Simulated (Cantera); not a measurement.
An adiabatic, constant-volume homogeneous reactor starts with 1.19 % C₃H₈, 8.23 % O₂, 90.6 % N₂, at 1550 K and 3750 Torr.

Computed with Cantera and GRI-Mech 3.0 (53 species, 325 reactions). GRI-Mech 3.0 was tuned for natural gas; its chemistry of propane as a main component is partial and can be far from experiment.

### Question
Predict: time of steepest temperature rise; temperature at 0.500 s; equilibrium temperature; x(O₂) at 0.500 s; x(CO) at 0.500 s; x(HO₂) at 0.500 s; x(NO) at 0.500 s.

### Answer
```json
{
  "time_of_steepest_temperature_rise": "30.6 µs",
  "temperature at 0.500 s": "2337 K",
  "equilibrium_temperature": "2337 K",
  "x(O₂) at 0.500 s": "0.0201 (gas-phase equilibrium 0.0201)",
  "x(CO) at 0.500 s": "0.00127 (gas-phase equilibrium 0.00127)",
  "x(HO₂) at 0.500 s": "1.75e-6 (gas-phase equilibrium 1.75e-6)",
  "x(NO) at 0.500 s": "0.00559 (gas-phase equilibrium 0.00559)"
}
```
